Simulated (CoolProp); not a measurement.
Aqueous lithium chloride as a coolant, at 6 °C, 1 atm.

Model: Melinder's fits for secondary coolants, in CoolProp.

| mass % | freezing point (°C) | cp (kJ/(kg K)) | density (kg/m³) | conductivity (W/(m K)) | viscosity (mPa s) |
|---|---|---|---|---|---|
| 3.1 | -2.8 | 4.020 | 1018 | 0.566 | 1.61 |
| 5.8 | -6.1 | 3.869 | 1034 | 0.560 | 1.75 |
| 8.5 | -9.8 | 3.723 | 1050 | 0.555 | 1.91 |
| 11.2 | -14.4 | 3.581 | 1066 | 0.550 | 2.10 |
| 13.9 | -20.7 | 3.445 | 1082 | 0.544 | 2.33 |
| 16.6 | -29.4 | 3.316 | 1098 | 0.539 | 2.59 |
| 19.3 | -40.6 | 3.200 | 1115 | 0.534 | 2.90 |
